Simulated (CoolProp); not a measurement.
Properties of isobutane at several states.

Computed with CoolProp (reference Helmholtz-energy equation of state, Bücker 2006).

| T (°C) | p (MPa) | phase | cv (kJ/(kg K)) | Joule-Thomson coefficient (K/MPa) | isothermal compressibility (1/MPa) | fugacity coefficient |
|---|---|---|---|---|---|---|
| 150.75 | 0.139 | gas | 2.109 | 7.351 | 7.279 | 0.9886 |
| -79.15 | 2.28 | liquid | [?] | [?] | 0.001045 | 0.001201 |
| 198.85 | 0.413 | gas | 2.319 | 5.489 | 2.482 | 0.9764 |
| -66.85 | 0.567 | liquid | 1.379 | -0.5287 | 0.001206 | 0.01072 |
| -18.05 | 0.0106 | gas | 1.326 | 34.61 | 94.77 | 0.9955 |
| -69.65 | 0.0297 | liquid | 1.371 | -0.5333 | 0.001179 | [?] |

**Question.** Some entries are withheld; supply them.

**Answer.** 
- -79.15, cv (kJ/(kg K)): 1.351
- -79.15, Joule-Thomson coefficient (K/MPa): -0.5550
- -69.65, fugacity coefficient: 0.1643
